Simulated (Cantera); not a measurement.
What does this Cantera script print?

```python
import numpy as np
import cantera as ct

gas_names = [...]  # 113 gases of nasa_gas.yaml made of C, H, O, Ta
cond_names = """
    C(gr) C6H6(L) C7H8(L) C8H18(L),n-octa H2O(s) H2O(L) Ta(cr) Ta(L) TaC(s) TaC(L) Ta2O5(s) Ta2O5(L)
""".split()


# ... load() reads the species with a 1 bar reference pressure and builds the phases ...
atoms = {
    'Ta(OEt)5': {'Ta': 1, 'C': 10, 'H': 25, 'O': 5},
    'CO2': {'C': 1, 'O': 2},
}
top_T = {'C(gr)': 4500}  # K; cautious upper limits of use, not melting points


# ... equilibrate(T, P, feed) seeds the gas with the atoms and calls Mixture.equilibrate('TP', solver="vcs", rtol=1e-11, max_steps=5000) ...
results = []
feed = {'Ta(OEt)5': 1, 'CO2': 4.4}  # mol
T = 1598.15  # K
P = 3200  # Pa
mix = equilibrate(T, P, feed)
results.append((T, P, feed, dict(zip(mix.species_names, mix.species_moles))))
print(gas.report(threshold=1e-06))
for i in range(1, mix.n_phases):
    print(f"{mix.phase(i).name:16s} {mix.phase_moles(i):12.5e} mol")
```

Output:

```
       temperature   1598.2 K
          pressure   3200 Pa
           density   0.0037409 kg/m^3
  mean mol. weight   15.534 kg/kmol
   phase of matter   gas

                          1 kg             1 kmol
                     ---------------   ---------------
          enthalpy       -1.0749e+06       -1.6697e+07  J
   internal energy       -1.9303e+06       -2.9985e+07  J
           entropy             16202        2.5168e+05  J/K
    Gibbs function       -2.6969e+07       -4.1892e+08  J
 heat capacity c_p            2198.5             34150  J/K
 heat capacity c_v            1663.2             25836  J/K

                      mass frac. Y      mole frac. X     chem. pot. / RT
                     ---------------   ---------------   ---------------
                CO           0.93574           0.51894           -39.379
               CO2        0.00093986        0.00033174           -71.578
                 H        1.3393e-05         0.0002064           -11.483
                H2          0.062244            0.4796           -22.966
               H2O         0.0010658        0.00091904           -55.165
     [ +108 minor]        1.5015e-07         1.187e-07

C(gr)             0.00000e+00 mol
Ta(cr)            0.00000e+00 mol
TaC(s)            8.95008e-01 mol
Ta2O5(s)          5.24960e-02 mol
```

These are equilibrium values from Cantera (NASA tables, ideal gas, pure condensed phases), not measurements of a reactor. The feed counts by its element totals alone. Mutual solubility and eutectic melting of coexisting phases are not modelled. TaC: taken at fixed stoichiometry. Condensed phases not in the tables: Ta2C.
